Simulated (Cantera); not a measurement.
A closed system holds: 1 mol Si, a varied amount of HF, equilibrated at 575 °C and 75.0 Torr.

Method: chemical equilibrium by Gibbs-energy minimisation in Cantera with the NASA 1993 tables (ideal gas, pure condensed phases). Candidate condensed phases: Si; 25 gas species. The tables' values for SiF3 are old estimates; treat these amounts as uncertain. Equilibrium is a limit: real reactors are often held back by kinetics, nucleation or transport.

x: gas mole fraction; n: condensed amount in mol.

```
n(HF) (mol)     x HF   x H2  x SiF4   x SiHF3  x SiH2F2  n Si(s)
-----------  -------  -----  ------  --------  --------  -------
1.2          1.42e-6  0.661   0.322    0.0170  0.000516    0.696
1.7          1.42e-6  0.661   0.322    0.0170  0.000516    0.569
2.6          1.42e-6  0.661   0.322    0.0170  0.000516      [?]
3.8          1.42e-6  0.661   0.322    0.0170  0.000516   0.0372
5.6            0.348  0.435   0.217   3.08e-8    <1e-12        0
8.3            0.589  0.274   0.137   7.22e-9    <1e-12        0
12               [?]    [?]     [?]       [?]    <1e-12        0
18             0.824  0.118  0.0588  9.53e-10    <1e-12        0
```

What belongs in the gaps?


- 2.6, n Si(s): 0.341
- 12, x HF: 0.727
- 12, x H2: 0.182
- 12, x SiF4: 0.0909
- 12, x SiHF3: 2.58e-9
